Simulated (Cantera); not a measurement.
**Adiabatic ignition**

An adiabatic, constant-pressure homogeneous reactor starts with 9.34 % CH4, 19.0 % O2, 71.6 % N2, equivalence ratio 0.98, at 1125 K and 18000 Torr.

Model: GRI-Mech 3.0 (53 species, 325 reactions), integrated in Cantera. The pressure lies above the range GRI-Mech 3.0 was tuned for (to about 10 atm).

```tsv
t (s)	T (K)	x CH4	x O2	x C2H	x HCO	x CO2	x HO2
2.00e-6	1125	0.0934	0.190	<1e-12	<1e-12	<1e-12	8.57e-9
5.02e-6	1125	0.0934	0.190	<1e-12	<1e-12	<1e-12	2.14e-8
1.26e-5	1125	0.0934	0.190	<1e-12	<1e-12	<1e-12	5.26e-8
3.17e-5	1125	0.0934	0.190	<1e-12	<1e-12	<1e-12	1.26e-7
7.96e-5	1125	0.0934	0.190	<1e-12	<1e-12	6.12e-12	2.82e-7
0.000200	1125	0.0934	0.190	<1e-12	<1e-12	1.73e-10	5.56e-7
0.000502	1125	0.0933	0.190	<1e-12	4.57e-12	2.06e-9	9.24e-7
0.00126	1126	0.0932	0.190	<1e-12	2.50e-11	1.60e-8	1.85e-6
0.00317	1131	0.0924	0.190	<1e-12	4.14e-10	8.25e-7	8.20e-6
0.00796	2741	<1e-12	0.0100	<1e-12	4.71e-8	0.0740	7.54e-6
0.0200	2741	<1e-12	0.0100	<1e-12	4.71e-8	0.0740	7.54e-6
0.0502	2741	<1e-12	0.0100	<1e-12	4.71e-8	0.0740	7.54e-6
0.126	2741	<1e-12	0.0100	<1e-12	4.71e-8	0.0740	7.54e-6
0.317	2741	<1e-12	0.0100	<1e-12	4.71e-8	0.0740	7.54e-6
0.796	2741	<1e-12	0.0100	<1e-12	4.71e-8	0.0740	7.54e-6
2.00	2741	<1e-12	0.0100	<1e-12	4.71e-8	0.0740	7.54e-6
```
x: mole fraction; the columns are a selection and need not sum to one.

```
Property                                                           Value
---------------------------------  -------------------------------------
time of steepest temperature rise                                4.63 ms
temperature at 2.00 s                                             2741 K
equilibrium temperature                                           2741 K
x(CH4) at 2.00 s                   <1e-12 (gas-phase equilibrium <1e-12)
x(O2) at 2.00 s                    0.0100 (gas-phase equilibrium 0.0100)
x(C2H) at 2.00 s                   <1e-12 (gas-phase equilibrium <1e-12)
```
